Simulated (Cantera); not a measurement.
# Equilibrium for silicon nitride deposition: SiCl4 + NH3 + H2 + N2

Charge: 1 mol SiCl4, 4.8 mol NH3, a varied amount of H2, 3.5 mol N2, at 1698.15 K and 1.00 bar.

Method: chemical equilibrium by Gibbs-energy minimisation in Cantera with the NASA 1993 tables (ideal gas, pure condensed phases). Candidate condensed phases: NH4Cl, Si, Si3N4; 28 gas species. The tables' values for SiCl3 are old estimates; treat these amounts as uncertain. The numbers say what is thermodynamically allowed, not how fast it happens.

```
n(H2) (mol)   x H2    x N2   x HCl   x SiCl2  n Si3N4(s)
-----------  -----  ------  ------  --------  ----------
2.3          0.461   0.320   0.206   0.00931       0.259
4            0.509   0.289   0.191   0.00776       0.268
6.7          0.570   0.252   0.171   0.00605       0.278
11           0.641   0.209   0.145   0.00439       0.287
19           0.726   0.158   0.112   0.00281       0.297
33           0.806   0.111  0.0804   0.00164       0.305
56           0.869  0.0749  0.0547  0.000916       0.310
95           0.916  0.0481  0.0355  0.000491       0.314
```
x: gas mole fraction; n: condensed amount in mol.

From 2.3 mol H2 to 95 mol H2 the condensed part is Si3N4(s). The main Si-bearing gas is SiCl2 throughout. The share of Si in condensed phases is highest at 95 mol H2 (94.3 %) and lowest at 2.3 mol H2 (77.7 %).
